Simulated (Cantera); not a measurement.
Charge: 1 mol CuO, 17 mol HF, 0.52 mol N2, at 1050 °C and 0.320 bar.

Method: chemical equilibrium by Gibbs-energy minimisation in Cantera with the NASA 1993 tables (ideal gas, pure condensed phases). Candidate condensed phases: Cu, CuF2, CuO, Cu(OH)2, Cu2O, H2O; 45 gas species. Kinetics and transport are ignored.

Base state: HF 0.950, N2 0.0292, O2 0.0137, CuF 0.00299, H2O 0.00296, CuF2 0.00146, NO 2.25e-5 (mole fractions); condensed: Cu2O(s).

Question: What changes in the equilibrium state with this change: pressure from 0.320 bar to 1.33 mbar?

Answer: 
```json
[
 {"species": "HF", "before": "0.950", "after": "0.923"},
 {"species": "N2", "before": "0.0292", "after": "0.0289"},
 {"species": "CuF", "before": "0.00299", "after": "0.0228"},
 {"species": "H2O", "before": "0.00296", "after": "0.0115"},
 {"species": "O2", "before": "0.0137", "after": "0.0139"},
 {"species": "Cu", "before": "1.21e-7", "after": "0.000114"},
 {"species": "CuF2", "before": "0.00146", "after": "9.05e-5"},
 {"species": "OH", "before": "1.58e-6", "after": "1.23e-5"},
 {"species": "NO", "before": "2.25e-5", "after": "2.26e-5"},
 {"species": "Cu2O(s), mol", "before": "0.460", "after": "0.293"}
]
```
